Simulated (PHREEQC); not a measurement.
A solution holds 74 mmol/kgw LiBr, 4.4 mmol/kgw MgSO4 and 40 mmol/kgw KBr, at 25 °C. Closed to the air; pH follows from the charge balance.

The numbers come from PHREEQC with the Pitzer model, pitzer.dat.

Precipitation was switched off in this run.

Q: Estimate the specific conductance, density.

A: specific conductance 12600 µS/cm; density 1.006 g/cm³.
